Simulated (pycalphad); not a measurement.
## Phase fractions of Al-0.4845Mg-1.451Si-0.7628Fe (wt.%)

Computed with pycalphad from the COST 507 light-alloy database (1999), at 1 atm. These are 1990s assessments: newer ones move some temperatures and phases. Not assessed as a whole: an extrapolation from subsystems, which can miss ternary compounds. Phase fractions are per mole of atoms. Kinetics are ignored, which matters at the lower temperatures.

```tsv
T (K)	liquid	fcc	ALFESI_ALPHA	ALFESI_BETA	diamond (Si)	MG2SI
950	1.000	-	-	-	-	-
900	0.285	0.708	0.007	-	-	-
850	-	0.976	-	0.024	-	-
800	-	0.975	-	0.025	0.001	trace
750	-	0.969	-	0.025	0.003	0.003
700	-	0.965	-	0.025	0.005	0.005
650	-	0.963	-	0.025	0.006	0.006
600	-	0.961	-	0.025	0.007	0.007
550	-	0.960	-	0.025	0.007	0.008
500	-	0.960	-	0.025	0.008	0.008
450	-	0.960	-	0.025	0.008	0.008
400	-	0.960	-	0.025	0.008	0.008
350	-	0.960	-	0.025	0.008	0.008
```

Database names, with the compositions (at.%) that they take in these runs: ALFESI_ALPHA: Al 74 Fe 19 Si 7; ALFESI_BETA: Al 70 Si 15 Fe 15; MG2SI: Mg 67 Si 33.
